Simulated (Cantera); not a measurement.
Input (Python, Cantera):

```python
import numpy as np
import cantera as ct

surf = ct.Interface("ptcombust.yaml", "Pt_surf")
gas = surf.adjacent["gas"]
gas.TPX = 700, 81000, {'H2': 0.007, 'O2': 0.044, 'N2': 0.79, 'H2O': 0.02}
surf.TP = 700, 81000
reactor = ct.FlowReactor(gas, clone=False)
reactor.area = 0.0001  # m2
reactor.surface_area_to_volume_ratio = 390  # 1/m
reactor.mass_flow_rate = 0.38 * reactor.area * gas.density  # inlet velocity 0.38 m/s
reactor.energy_enabled = False
wall = ct.ReactorSurface(surf, reactor, clone=False)
net = ct.ReactorNet([reactor])
net.rtol, net.atol = 1e-8, 1e-16
show, cover = ['H2', 'O2', 'H2O'], ['PT(S)', 'H(S)', 'O(S)', 'OH(S)', 'CO(S)', 'C(S)']

rows = []
print(f"{'z/m':>9s}{'u/(m/s)':>9s}" + "".join(f"{s:>13s}" for s in show + cover))
for z in [3.8e-05, 8.2e-05, 0.00018, 0.00038, 0.00082, 0.0018, 0.0038]:
    net.advance(z)
    rows.append([reactor.speed, *gas[show].X, *surf[cover].coverages])
    print(f"{z:9.4g}{rows[-1][0]:9.3g}" + "".join(f"{x:13.4e}" for x in rows[-1][1:]))
```

Output:

```
      z/m  u/(m/s)           H2           O2          H2O        PT(S)         H(S)         O(S)        OH(S)        CO(S)         C(S)
  3.8e-05     0.38   5.9857e-03   5.0082e-02   2.5407e-02   2.1446e-01   9.6750e-08   7.7348e-01   1.2007e-02   7.7665e-24   1.3448e-27
  8.2e-05    0.379   4.5653e-03   4.9405e-02   2.6850e-02   1.6588e-01   6.0213e-08   8.2304e-01   1.1032e-02  -6.6584e-24  -9.2056e-28
  0.00018    0.379   2.9682e-03   4.8644e-02   2.8472e-02   1.0981e-01   2.9097e-08   8.8074e-01   9.4245e-03   5.8775e-26   3.5458e-29
  0.00038    0.379   1.7156e-03   4.8048e-02   2.9744e-02   6.5109e-02   1.2017e-08   9.2734e-01   7.5363e-03   5.1925e-26   3.4772e-29
  0.00082    0.379   8.6873e-04   4.7644e-02   3.0604e-02   3.5580e-02   4.4372e-09   9.5870e-01   5.7114e-03   3.2994e-28   1.6424e-30
   0.0018    0.379   3.7585e-04   4.7409e-02   3.1105e-02   2.0394e-02   1.7750e-09   9.7522e-01   4.3821e-03  -6.9304e-28  -6.7278e-31
   0.0038    0.378   1.2660e-04   4.7291e-02   3.1358e-02   1.4354e-02   9.8134e-10   9.8194e-01   3.6981e-03   3.8749e-29  -3.8662e-32
```

Model: Deutschmann's 1995 Pt surface mechanism with GRI-Mech 3.0 gas chemistry, integrated in Cantera. Catalytic surfaces can have several steady states; this one follows from the mechanism file's or the stated starting coverage. Mass transfer to the wall is taken as infinitely fast.
